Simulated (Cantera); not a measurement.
A Cantera script and what it prints.

```python
import numpy as np
import cantera as ct

gas_names = """
    Br Br2 H HBr H2 Si SiBr SiBr2 SiBr3 SiBr4 SiH SiHBr3 SiH2 SiH2Br2 SiH3 SiH3Br SiH4 Si2 Si3
""".split()
cond_names = """
    Br2(cr) Br2(L) Si(cr) Si(L)
""".split()


# ... load() reads the species with a 1 bar reference pressure and builds the phases ...
atoms = {
    'Si': {'Si': 1},
    'HBr': {'H': 1, 'Br': 1},
    'H2': {'H': 2},
}
top_T = {}  # K; cautious upper limits of use, not melting points


# ... equilibrate(T, P, feed) seeds the gas with the atoms and calls Mixture.equilibrate('TP', solver="vcs", rtol=1e-11, max_steps=5000) ...
results = []
T = 1700  # K
P = 1000  # Pa
for m in [1.9, 2.4, 3.1, 3.8, 4.8, 6.1, 7.6, 9.5, 12, 15, 19, 24, 30]:
    feed = {'Si': 1, 'HBr': m, 'H2': 0.12}  # mol
    mix = equilibrate(T, P, feed)
    results.append((T, P, feed, dict(zip(mix.species_names, mix.species_moles))))
    x = sorted(zip(gas.X, gas.species_names), reverse=True)
    print(f"T = {T:g} K  P = {P:g} Pa  n(HBr) = {m:g} mol  gas = {mix.phase_moles(0):.4g} mol")
    print("   x: " + "  ".join(f"{s} {v:.3e}" for v, s in x if v > 0.0001))
    print("   condensed (mol): " + ("  ".join(f"{mix.phase(i).name} {mix.phase_moles(i):.4g}"
          for i in range(1, mix.n_phases) if mix.phase_moles(i) > 1e-12) or "none"))
```

Output:

```
T = 1700 K  P = 1000 Pa  n(HBr) = 1.9 mol  gas = 2.046 mol
   x: H2 4.118e-01  SiBr2 3.360e-01  HBr 2.212e-01  Br 2.615e-02  SiBr3 2.355e-03  SiBr 1.312e-03  H 9.455e-04  SiBr4 1.706e-04
   condensed (mol): Si(L) 0.3044
T = 1700 K  P = 1000 Pa  n(HBr) = 2.4 mol  gas = 2.553 mol
   x: H2 4.059e-01  SiBr2 3.415e-01  HBr 2.213e-01  Br 2.636e-02  SiBr3 2.413e-03  SiBr 1.322e-03  H 9.387e-04  SiBr4 1.762e-04
   condensed (mol): Si(L) 0.1179
T = 1700 K  P = 1000 Pa  n(HBr) = 3.1 mol  gas = 3.278 mol
   x: H2 3.613e-01  SiBr2 3.008e-01  HBr 2.955e-01  Br 3.730e-02  SiBr3 3.007e-03  H 8.856e-04  SiBr 8.234e-04  SiBr4 3.107e-04
   condensed (mol): none
T = 1700 K  P = 1000 Pa  n(HBr) = 3.8 mol  gas = 4.021 mol
   x: HBr 3.901e-01  H2 3.069e-01  SiBr2 2.442e-01  Br 5.343e-02  SiBr3 3.496e-03  H 8.163e-04  SiBr4 5.174e-04  SiBr 4.666e-04
   condensed (mol): none
T = 1700 K  P = 1000 Pa  n(HBr) = 4.8 mol  gas = 5.09 mol
   x: HBr 4.742e-01  H2 2.576e-01  SiBr2 1.918e-01  Br 7.090e-02  SiBr3 3.644e-03  H 7.478e-04  SiBr4 7.157e-04  SiBr 2.762e-04
   condensed (mol): none
T = 1700 K  P = 1000 Pa  n(HBr) = 6.1 mol  gas = 6.489 mol
   x: HBr 5.390e-01  H2 2.186e-01  SiBr2 1.495e-01  Br 8.747e-02  SiBr3 3.505e-03  SiBr4 8.494e-04  H 6.889e-04  SiBr 1.745e-04  Br2 1.302e-04
   condensed (mol): none
T = 1700 K  P = 1000 Pa  n(HBr) = 7.6 mol  gas = 8.113 mol
   x: HBr 5.836e-01  H2 1.910e-01  SiBr2 1.190e-01  Br 1.013e-01  SiBr3 3.230e-03  SiBr4 9.067e-04  H 6.440e-04  Br2 1.747e-04  SiBr 1.199e-04
   condensed (mol): none
T = 1700 K  P = 1000 Pa  n(HBr) = 9.5 mol  gas = 10.18 mol
   x: HBr 6.178e-01  H2 1.692e-01  Br 1.139e-01  SiBr2 9.433e-02  SiBr3 2.881e-03  SiBr4 9.094e-04  H 6.061e-04  Br2 2.210e-04
   condensed (mol): none
T = 1700 K  P = 1000 Pa  n(HBr) = 12 mol  gas = 12.91 mol
   x: HBr 6.445e-01  H2 1.516e-01  Br 1.256e-01  SiBr2 7.403e-02  SiBr3 2.492e-03  SiBr4 8.669e-04  H 5.738e-04  Br2 2.684e-04
   condensed (mol): none
T = 1700 K  P = 1000 Pa  n(HBr) = 15 mol  gas = 16.19 mol
   x: HBr 6.635e-01  H2 1.387e-01  Br 1.352e-01  SiBr2 5.878e-02  SiBr3 2.130e-03  SiBr4 7.978e-04  H 5.487e-04  Br2 3.111e-04
   condensed (mol): none
T = 1700 K  P = 1000 Pa  n(HBr) = 19 mol  gas = 20.57 mol
   x: HBr 6.786e-01  Br 1.439e-01  H2 1.281e-01  SiBr2 4.607e-02  SiBr3 1.777e-03  SiBr4 7.082e-04  H 5.273e-04  Br2 3.523e-04
   condensed (mol): none
T = 1700 K  P = 1000 Pa  n(HBr) = 24 mol  gas = 26.06 mol
   x: HBr 6.897e-01  Br 1.511e-01  H2 1.200e-01  SiBr2 3.625e-02  SiBr3 1.468e-03  SiBr4 6.144e-04  H 5.104e-04  Br2 3.884e-04
   condensed (mol): none
T = 1700 K  P = 1000 Pa  n(HBr) = 30 mol  gas = 32.65 mol
   x: HBr 6.977e-01  Br 1.568e-01  H2 1.140e-01  SiBr2 2.886e-02  SiBr3 1.213e-03  SiBr4 5.268e-04  H 4.975e-04  Br2 4.184e-04
   condensed (mol): none
```

Equilibrium computed with Cantera from the NASA thermochemical tables; the gas is ideal and each condensed phase is pure. The tables' values for SiBr3, SiBr are old estimates; treat these amounts as uncertain.
